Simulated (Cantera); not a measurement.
What does this Cantera script print?

```python
import numpy as np
import cantera as ct

gas_names = """
    B BH BH2 BH3 BO BO2 B2 B2O B2O2 B2O3 B3O3H3 H HBO HBO2 HO2 H2 H2O H2O2 H3B3O6 O OH O2 O3
""".split()
cond_names = """
    B(b) B(L) B2O3(L) B3O3H3(cr) H2O(s) H2O(L)
""".split()


# ... load() reads the species with a 1 bar reference pressure and builds the phases ...
atoms = {
    'B2O3': {'B': 2, 'O': 3},
    'H2O': {'H': 2, 'O': 1},
}
top_T = {}  # K; cautious upper limits of use, not melting points


# ... equilibrate(T, P, feed) seeds the gas with the atoms and calls Mixture.equilibrate('TP', solver="vcs", rtol=1e-11, max_steps=5000) ...
results = []
feed = {'B2O3': 1, 'H2O': 0.27}  # mol
P = 46000  # Pa
for T in [1575, 1650, 1725, 1800, 1875, 1950, 2025, 2100]:
    mix = equilibrate(T, P, feed)
    results.append((T, P, feed, dict(zip(mix.species_names, mix.species_moles))))

top = {s: max(r[3][s] / sum(r[3][g] for g in gas_names) for r in results) for s in gas_names}
cols = sorted((s for s in top if top[s] > 0.001), key=lambda s: -top[s])[:9]
seen = [c for c in cond_names if any(r[3].get(c, 0) > 1e-12 for r in results)]
print("log10 of partial pressures in bar; condensed amounts in mol")
print(f"{'T/K':>10s}" + "".join(f"{s[:9]:>10s}" for s in cols + seen))
for T, P, feed, n in results:
    ng = sum(n[g] for g in gas_names)
    print(f"{T:10.4g}" + "".join(f"{np.log10(max(n[s] / ng * P / 1e5, 1e-99)):10.3f}" for s in cols)
          + "".join(f"{n.get(c, 0):10.4g}" for c in seen))
```

Output:

```
log10 of partial pressures in bar; condensed amounts in mol
       T/K       H2O      HBO2      B2O3       BO2        H2    H3B3O6        OH        O2   B2O3(L)
      1575    -0.368    -1.525    -4.031    -5.424    -3.667    -2.966    -4.356    -4.018    0.9899
      1650    -0.391    -1.290    -3.459    -4.876    -3.427    -3.073    -4.064    -3.789     0.983
      1725    -0.426    -1.083    -2.939    -4.380    -3.216    -3.194    -3.809    -3.592    0.9719
      1800    -0.481    -0.906    -2.465    -3.931    -3.034    -3.338    -3.590    -3.431    0.9547
      1875    -0.562    -0.760    -2.031    -3.527    -2.883    -3.517    -3.412    -3.312    0.9281
      1950    -0.681    -0.649    -1.633    -3.166    -2.766    -3.749    -3.280    -3.246    0.8862
      2025    -0.859    -0.581    -1.266    -2.851    -2.688    -4.066    -3.212    -3.261    0.8152
      2100    -1.145    -0.578    -0.927    -2.596    -2.662    -4.541    -3.244    -3.419    0.6707
```

Method: chemical equilibrium by Gibbs-energy minimisation in Cantera with the NASA 1993 tables (ideal gas, pure condensed phases). Gases not in the tables: H3BO3.
